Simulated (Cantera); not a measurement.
Mixture: CH4 : O2 : N2 = 1 : 1.25 : 7.12 (molar parts), at 900 Torr, adiabatic and at constant pressure. Ignition delay is the time to a rise of 400 K.

Model: GRI-Mech 3.0 (53 species, 325 reactions), integrated in Cantera.

Q: What does this change do: constant volume in place of constant pressure?

A: 
```
quantity                                                before       after
--------------------------------------------------  ----------  ----------
delay at 1098 K                                        0.343 s     0.327 s
delay at 1298 K                                        20.1 ms     18.7 ms
delay at 1498 K                                        1.84 ms     1.71 ms
delay at 1698 K                                       0.281 ms    0.261 ms
apparent activation energy between 1598 and 1798 K  190 kJ/mol  190 kJ/mol
```

Q: What does this change do: CH4 1 to 0.58 parts?

A: 
| quantity | before | after |
|---|---|---|
| delay at 1098 K | 0.343 s | 0.256 s |
| delay at 1298 K | 20.1 ms | 14.9 ms |
| delay at 1498 K | 1.84 ms | 1.44 ms |
| delay at 1698 K | 0.281 ms | 0.247 ms |
| apparent activation energy between 1598 and 1798 K | 190 kJ/mol | 180 kJ/mol |
